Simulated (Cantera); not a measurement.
# Premixed flame

A freely propagating, adiabatic, planar premixed flame of 3.34 % CH₄, 5.01 % C₂H₆, 18.6 % O₂, 70.1 % N₂, 2.94 % H₂O, equivalence ratio 1.3, unburnt at 348 K and 1950 Torr; unity-Lewis-number transport, grid criteria slope 0.08 and curve 0.16, no radiation.

Detailed kinetics in Cantera: GRI-Mech 3.0 (53 species, 325 reactions). Unity Lewis numbers drop preferential diffusion, which matters most where H2 and H carry the flame. Burning velocities carry a grid error of a few per cent, more on coarse grids.

| z (mm) | T (K) | u (m/s) | x CH₄ | x C₂H₆ | x O₂ | x C₂H₂ | x CO | x OH |
|---|---|---|---|---|---|---|---|---|
| -0.924 | 349 | 0.195 | 0.0334 | 0.0500 | 0.186 | 1.13e-6 | 3.75e-5 | <1e-8 |
| -0.616 | 355 | 0.198 | 0.0333 | 0.0498 | 0.186 | 8.34e-6 | 0.000276 | <1e-8 |
| -0.462 | 378 | 0.212 | 0.0329 | 0.0490 | 0.183 | 3.71e-5 | 0.00123 | <1e-8 |
| -0.308 | 527 | 0.297 | 0.0302 | 0.0436 | 0.168 | 0.000225 | 0.00745 | <1e-8 |
| -0.154 | 1066 | 0.620 | 0.0198 | 0.0223 | 0.107 | 0.000965 | 0.0319 | 2.31e-6 |
| -0.0770 | 1483 | 0.885 | 0.0112 | 0.00666 | 0.0588 | 0.00162 | 0.0519 | 6.49e-5 |
| 0 | 1853 | 1.12 | 0.00264 | 0.000141 | 0.0176 | 0.00175 | 0.0672 | 0.00101 |
| 0.0770 | 1990 | 1.21 | 0.000167 | 1.50e-7 | 0.00324 | 0.000347 | 0.0671 | 0.00248 |
| 0.154 | 2022 | 1.23 | 1.20e-5 | <1e-8 | 0.000878 | 4.59e-5 | 0.0643 | 0.00245 |
| 0.308 | 2046 | 1.24 | 4.24e-7 | <1e-8 | 0.000259 | 2.34e-6 | 0.0628 | 0.00175 |
| 0.616 | 2063 | 1.25 | 1.61e-8 | <1e-8 | 7.98e-5 | 7.96e-8 | 0.0627 | 0.00102 |
| 1.23 | 2073 | 1.25 | <1e-8 | <1e-8 | 2.16e-5 | <1e-8 | 0.0629 | 0.000536 |
| 2.46 | 2077 | 1.26 | <1e-8 | <1e-8 | 6.16e-6 | <1e-8 | 0.0630 | 0.000293 |
x: mole fraction of selected species; z is measured from the peak of heat release.

```yaml
laminar_burning_velocity: 19.5 cm/s
thermal_thickness: 0.308 mm
peak x(C₂H₂): 0.00199
peak x(CO): 0.0685
peak x(OH): 0.00258
grid_points: 141
```
